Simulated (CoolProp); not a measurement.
Vapour-liquid equilibrium of toluene (1) + n-decane (2) at 1.82 bar; x and y are mole fractions of (1).

Values from CoolProp's multi-fluid Helmholtz-energy mixture model, Lemmon 2006 and Lemmon 2006; pair parameters Bell 2016.

```tsv
x	bubble temperature, mixture model (K)	bubble temperature, Raoult's law (K)	y, mixture model	y, Raoult's law
0.05	466.0	465.4	0.158	0.179
0.2	449.7	449.5	(withheld)	0.529
0.35	436.6	437.3	0.710	0.721
0.5	(withheld)	427.6	0.826	0.836
0.65	418.9	419.7	(withheld)	0.909
0.8	412.7	413.1	0.949	0.957
0.95	407.4	407.4	0.988	0.991
```

Problem. What belongs in the gaps?

Solution. 
- 0.2, y, mixture model: 0.508
- 0.5, bubble temperature, mixture model (K): 426.6
- 0.65, y, mixture model: 0.898

The largest gap from Raoult's law is -1.0 K in bubble temperature, at x = 0.5. No azeotrope shows between x = 0.05 and 0.95.

Pair parameters are fitted to limited data, so mixtures are less certain than the pure fluids. The gap from Raoult's law changes sign with composition, which may be real or a fault of the pair parameters; it wasn't checked against measurements.
